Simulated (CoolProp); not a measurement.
R236EA at 293.15 K and 0.0273 MPa is compressed adiabatically to 0.146 MPa with isentropic efficiency 0.85. Each further row changes one setting.

Model: reference Helmholtz-energy equation of state, Rui 2013, in CoolProp.

```tsv
case	work (kJ/kg)	final temperature (K)	final density (kg/m³)
as stated	(withheld)	332.7	(withheld)
efficiency 1	27.9	(withheld)	8.45
efficiency 0.65	(withheld)	(withheld)	8.00
```

Task: Complete the blanks.

Result: 
- as stated, work (kJ/kg): 32.8
- as stated, final density (kg/m³): 8.30
- efficiency 1, final temperature (K): 327.3
- efficiency 0.65, work (kJ/kg): 42.9
- efficiency 0.65, final temperature (K): 343.6
